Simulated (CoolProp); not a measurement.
Saturated liquid density (kg/m³) of hexamethyldisiloxane (MM): the reference equation beside estimates from Tc = 518.7 K, pc = 1.931 MPa, ω = 0.418. Rackett uses Z = 0.29056 − 0.08775 ω.

Computed with CoolProp (reference Helmholtz-energy equation of state, Thol 2016).

```csv
T (K),reference,Rackett,van der Waals,Redlich-Kwong,Soave-Redlich-Kwong,Peng-Robinson
391.4,652.8,717.0,394.1,564.4,607.0,687.9
394.3,649.0,712.7,391.9,560.3,603.0,683.5
397.2,645.3,708.3,389.6,556.2,598.9,679.0
400.1,641.5,703.9,387.2,552.0,594.8,674.4
403,637.6,699.5,384.9,547.7,590.6,669.7
405.9,633.7,695.0,382.5,543.4,586.3,664.9
408.8,629.8,690.4,380.0,539.0,581.9,660.0
411.7,625.8,685.8,377.6,534.6,577.4,655.0
414.6,621.8,681.1,375.0,530.1,572.8,649.9
417.5,617.7,676.4,372.5,525.5,568.2,644.6
420.4,613.5,671.6,369.9,520.8,563.4,639.3
423.3,609.3,666.8,367.3,516.1,558.6,633.9
426.2,605.1,661.8,364.6,511.3,553.6,628.3
```

Absolute difference from the reference over all 13 rows, mean and median: Rackett 9.6 and 9.6 %, van der Waals 39.7 and 39.7 %, Redlich-Kwong 14.5 and 14.4 %, Soave-Redlich-Kwong 7.7 and 7.6 %, Peng-Robinson 4.7 and 4.8 %.
